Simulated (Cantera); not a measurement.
Cantera run, input and output.

```python
import numpy as np
import cantera as ct

gas = ct.Solution("gri30.yaml")
gas.TPX = 1800, 100000, {'CH4': 1, 'N2': 5}
reactor = ct.IdealGasConstPressureReactor(gas, energy="off", clone=False)
net = ct.ReactorNet([reactor])
net.rtol, net.atol = 1e-08, 1e-18
show = ['CH4', 'CH2', 'C2H4', 'HCN', 'C2H6', 'H']
times = np.geomspace(0.0007, 9, 12)

steps = ct.SolutionArray(gas, extra=["t"])
rows = []
print(f"{'t/s':>10s}{'T/K':>9s}{'P/Pa':>11s}" + "".join(f"{s:>11s}" for s in show))
for t in times:
    while net.time < t:
        t_next = net.step()
        steps.append(gas.state, t=t_next)
    rows.append([np.interp(t, steps.t, y) for y in (steps.T, steps.P, *steps(*show).X.T)])
    print(f"{t:10.3e}{rows[-1][0]:9.1f}{rows[-1][1]:11.4g}" + "".join(f"{x:11.3e}" for x in rows[-1][2:]))
rate = np.gradient(steps.T, steps.t)
print("integrator steps:", len(steps.t))
if steps.T.max() > steps.T[0] + 200:
    print(f"time of steepest temperature rise: {steps.t[rate.argmax()]:.4e} s")
gas.TPX = 1800, 100000, {'CH4': 1, 'N2': 5}
gas.equilibrate("TP")
print(f"equilibrium (TP): T = {gas.T:.1f} K  " + "  ".join(f"{s} {gas[s].X[0]:.3e}" for s in show))
```

It prints:

```
       t/s      T/K       P/Pa        CH4        CH2       C2H4        HCN       C2H6          H
 7.000e-04   1800.0      1e+05  1.268e-01  1.543e-06  8.214e-03  3.893e-08  6.293e-04  4.471e-05
 1.654e-03   1800.0      1e+05  9.169e-02  9.545e-07  4.134e-03  1.415e-07  2.484e-04  7.311e-05
 3.910e-03   1800.0      1e+05  5.834e-02  6.038e-07  1.323e-03  3.411e-07  8.960e-05  1.016e-04
 9.242e-03   1800.0      1e+05  3.151e-02  3.535e-07  5.394e-04  6.755e-07  2.573e-05  1.277e-04
 2.184e-02   1800.0      1e+05  1.473e-02  1.821e-07  3.587e-04  1.128e-06  5.785e-06  1.473e-04
 5.163e-02   1800.0      1e+05  6.414e-03  8.475e-08  3.384e-04  1.633e-06  1.149e-06  1.586e-04
 1.220e-01   1800.0      1e+05  2.902e-03  3.968e-08  3.428e-04  2.163e-06  2.644e-07  1.638e-04
 2.884e-01   1800.0      1e+05  1.701e-03  2.359e-08  3.461e-04  2.805e-06  1.132e-07  1.657e-04
 6.817e-01   1800.0      1e+05  1.499e-03  2.084e-08  3.468e-04  3.964e-06  9.546e-08  1.660e-04
 1.611e+00   1800.0      1e+05  1.494e-03  2.078e-08  3.468e-04  6.776e-06  9.510e-08  1.660e-04
 3.808e+00   1800.0      1e+05  1.494e-03  2.078e-08  3.467e-04  1.418e-05  9.509e-08  1.660e-04
 9.000e+00   1800.0      1e+05  1.494e-03  2.078e-08  3.467e-04  3.472e-05  9.507e-08  1.660e-04
integrator steps: 1479
equilibrium (TP): T = 1800.0 K  CH4 9.541e-04  CH2 1.322e-08  C2H4 1.402e-04  HCN 8.502e-02  C2H6 3.862e-08  H 1.664e-04
```

Model: GRI-Mech 3.0 (53 species, 325 reactions), integrated in Cantera. GRI-Mech 3.0 stops at C3 and has no aromatics, soot or wall deposition, so with more carbon than oxygen in the feed, carbon stays in small species such as C2H2 where larger ones or solid carbon would form.
